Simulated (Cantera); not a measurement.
Input: 1 mol V₂O₃, 32 mol H₂, 0.085 mol H₂O, held at 31.0 Pa.

These are equilibrium values from Cantera (NASA tables, ideal gas, pure condensed phases), not measurements of a reactor. Candidate condensed phases: H₂O, V, VO, V₂O₃, V₂O₄, V₂O₅; 12 gas species. Mutual solubility and eutectic melting of coexisting phases are not modelled. VO: taken at fixed stoichiometry. Condensed phases not in the tables: the oxides between V₂O₃ and V₂O₅ other than VO₂. Equilibrium is a limit: real reactors are often held back by kinetics, nucleation or transport. All values below are at 1377 °C.

Base state: H₂ 0.987, H₂O 0.00769, H 0.00513, VO₂ 5.74e-5 (mole fractions); condensed: VO(s) + V₂O₃(s).

**Question.** What changes in the equilibrium state with this change: pressure from 31.0 Pa to 0.133 bar?

**Answer.** 
```csv
species,before,after
H₂,0.987,0.992
H₂O,0.00769,0.00772
H,0.00513,0.000248
VO₂,5.74e-5,1.33e-7
"VO(s), mol",0.326,0.326
"V₂O₃(s), mol",0.836,0.837
```
